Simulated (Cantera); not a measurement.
A closed system holds: 1 mol Si, 0.043 mol CO2, 600 mol N2, equilibrated at 99000 Pa.

Method: chemical equilibrium by Gibbs-energy minimisation in Cantera with the NASA 1993 tables (ideal gas, pure condensed phases). Candidate condensed phases: C, Si, SiC, SiO2, Si2N2O, Si3N4; 34 gas species. Mutual solubility and eutectic melting of coexisting phases are not modelled. The tables' values for SiN are old estimates; treat these amounts as uncertain. Equilibrium is a limit: real reactors are often held back by kinetics, nucleation or transport.

x: gas mole fraction; n: condensed amount in mol.

```tsv
T (K)	x N2	x Si	x SiO	x Si2N	x SiN	n Si2N2O(s)	n Si3N4(s)	n Si(l)	n SiC(s)
1623	1.000	9.23e-10	1.05e-6	7.29e-12	7.27e-10	0.0424	0.305	0	0
1698	1.000	8.77e-9	6.90e-6	1.27e-10	5.32e-9	0.0389	0.306	0	0
1773	1.000	[?]	[?]	[?]	3.28e-8	[?]	0.312	0	0
1848	1.000	4.52e-7	7.17e-5	1.89e-8	1.74e-7	0	0.319	0	0
1923	1.000	2.57e-6	7.17e-5	1.71e-7	8.05e-7	0	0.318	0	0
1998	1.000	[?]	7.19e-5	[?]	3.32e-6	0	0.315	0	0
2073	1.000	5.63e-5	7.33e-5	8.47e-6	1.23e-5	0	0.301	0	0
2148	1.000	0.000222	8.68e-5	4.78e-5	4.14e-5	0	0	0.712	0.00218
2223	0.999	0.000464	9.15e-5	8.09e-5	7.46e-5	0	0	0.490	0
```

Q: Some entries are withheld; supply them.

A: 
- 1998, x Si: 1.28e-5
- 1998, x Si2N: 1.30e-6
- 1773, x Si: 6.85e-8
- 1773, x SiO: 3.84e-5
- 1773, x Si2N: 1.73e-9
- 1773, n Si2N2O(s): 0.0200
